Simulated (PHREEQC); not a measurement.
1 kg of water holding 5.2 mmol/kgw Na2CO3 and 58 mmol/kgw KCl is evaporated at 40 °C; the solids stay in contact with the brine. CO2 from the air is kept out. Solids allowed: Halite, Kalicinite, Nahcolite, Natron, Sylvite, Trona. Others were left out.

Equilibrium calculation in PHREEQC: Pitzer model, pitzer.dat.

```
water left (kg)  ionic strength  water activity  Sylvite (mol)
---------------  --------------  --------------  -------------
1                        0.0725           0.998              0
0.8219                   0.0883           0.997              0
0.6755                    0.108           0.997              0
0.5552                    0.131           0.996              0
0.4563                    0.160           0.995              0
0.3751                    0.195           0.994              0
0.3082                    0.237           0.993              0
0.2082                    0.351           0.990              0
0.1711                    0.428           0.988              0
0.1407                    0.521           0.985              0
0.1156                    0.634           0.982              0
0.09504                   0.772           0.978              0
0.0781                    0.939           0.973              0
0.06419                    1.14           0.968              0
0.05277                    1.39           0.961              0
0.04337                    1.69           0.952              0
0.03566                    2.06           0.941              0
0.02932                    2.51           0.928              0
0.02409                    3.05           0.912              0
0.01629                    4.51           0.866              0
0.01339                    5.49           0.835              0
0.01101                    6.55           0.800        0.00141
0.009049                   6.79           0.795         0.0121
0.007445                   7.09           0.790         0.0208
0.006112                   7.44           0.784         0.0281
0.005031                   7.87           0.776         0.0340
```

Sylvite from water left = 0.01101 kg (pH 11.33).

Away from 25 °C the constants follow the database's enthalpies or fits; those with neither stay at their 25 °C values.
